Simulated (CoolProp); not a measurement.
Properties of isohexane at several states (Tc = 497.7 K, pc = 3043 kPa, ω = 0.280).

Model: reference Helmholtz-energy equation of state, Lemmon 2006, in CoolProp. It is a short technical equation, of lower accuracy than the large ones.

| T (K) | p (kPa) | phase | isothermal compressibility (1/MPa) | expansivity (1/kK) | fugacity coefficient |
|---|---|---|---|---|---|
| 200.8 | 26.8 | liquid | 0.0007992 | 1.178 | 0.001641 |
| 362.3 | 84.6 | gas | 12.19 | 3.065 | 0.9713 |
| 256.3 | 2270 | liquid | 0.001214 | 1.250 | 0.001780 |
| 244.9 | 676 | liquid | 0.001127 | 1.240 | 0.002677 |
| 495.2 | 742 | gas | 1.495 | 2.805 | 0.9151 |
